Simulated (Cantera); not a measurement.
# SiC + C + H2 (sublimation and decomposition of ceramics)

Input: 1 mol SiC, 0.009 mol C, 0.12 mol H2, at 1 atm.

Equilibrium computed with Cantera from the NASA thermochemical tables; the gas is ideal and each condensed phase is pure. Candidate condensed phases: C, C6H6, C7H8, C8H18, Si, SiC; 87 gas species. Gases not in the tables: Si2H6 and higher silanes. Rates play no part.

| T (K) | x H2 | x H | x C2H2 (acetylene) | x Si | x SiC2 | x Si2C | n C(graphite) | n SiC(s) |
|---|---|---|---|---|---|---|---|---|
| 2023 | 0.997 | 0.00188 | 0.000890 | 3.35e-6 | 1.54e-7 | 1.01e-7 | 0.00874 | 1.000 |
| 2073 | 0.996 | 0.00261 | 0.00122 | 7.00e-6 | 4.02e-7 | 2.58e-7 | 0.00866 | 1.000 |
| 2123 | 0.994 | 0.00355 | 0.00165 | 1.41e-5 | 1.00e-6 | 6.30e-7 | 0.00857 | 1.000 |
| 2173 | 0.993 | 0.00478 | 0.00219 | 2.76e-5 | 2.39e-6 | 1.47e-6 | 0.00844 | 1.000 |
| 2223 | 0.990 | 0.00633 | 0.00287 | 5.22e-5 | 5.47e-6 | 3.31e-6 | 0.00828 | 1.000 |
| 2273 | 0.988 | 0.00829 | 0.00372 | 9.61e-5 | 1.21e-5 | 7.17e-6 | 0.00809 | 1.000 |
| 2323 | 0.984 | 0.0107 | 0.00476 | 0.000172 | 2.57e-5 | 1.50e-5 | 0.00785 | 1.000 |
| 2373 | 0.979 | 0.0137 | 0.00603 | 0.000301 | 5.30e-5 | 3.04e-5 | 0.00756 | 1.000 |
| 2423 | 0.974 | 0.0174 | 0.00754 | 0.000514 | 0.000106 | 5.99e-5 | 0.00722 | 1.000 |
| 2473 | 0.967 | 0.0218 | 0.00932 | 0.000858 | 0.000206 | 0.000114 | 0.00683 | 1.000 |
| 2523 | 0.959 | 0.0270 | 0.0114 | 0.00140 | 0.000389 | 0.000213 | 0.00638 | 1.000 |
| 2573 | 0.948 | 0.0332 | 0.0138 | 0.00225 | 0.000717 | 0.000387 | 0.00588 | 0.999 |
| 2623 | 0.936 | 0.0405 | 0.0166 | 0.00355 | 0.00129 | 0.000686 | 0.00533 | 0.999 |
| 2673 | 0.920 | 0.0488 | 0.0197 | 0.00550 | 0.00227 | 0.00119 | 0.00474 | 0.999 |
x: gas mole fraction; n: condensed amount in mol.

From 2023 K to 2673 K the condensed part is C(graphite) + SiC(s). The main Si-bearing gas is SiH2 at 2023 K and Si at 2673 K.
